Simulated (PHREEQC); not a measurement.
Solution (21 °C): 7 mmol/kgw HF, 0.055 mmol/kgw KF, 0.53 mmol/kgw H2SiF6 and 0.35 mmol/kgw HCl. Closed to the air; pH follows from the charge balance.

All values are PHREEQC results (ion-association model, phreeqc.dat), not measurements.

| quantity | before | after |
|---|---|---|
| pH | 2.56 | 2.55 |
| ionic strength (mol/kgw) | 0.00349 | 0.00360 |
| HF2- (mol/kgw) | 3.10e-5 | 3.66e-5 |
| H4SiO4 (mol/kgw) | 3.87e-7 | 2.26e-7 |
| SI of Quartz (SiO2) | -2.37 | -2.61 |

Problem. What was changed between the two runs?
A) HF from 0.007 to 0.0077 mol/kgw
B) HF from 0.007 to 0.0035 mol/kgw
C) H2SiF6 from 0.00053 to 0.000795 mol/kgw
D) KF from 5.5e-05 to 0.00011 mol/kgw
E) diluted 5-fold with water

Solution. A, HF from 0.007 to 0.0077 mol/kgw

This is a speciation only: nothing precipitates in the calculation. SiF6-2 is the database's only silicon fluoride.
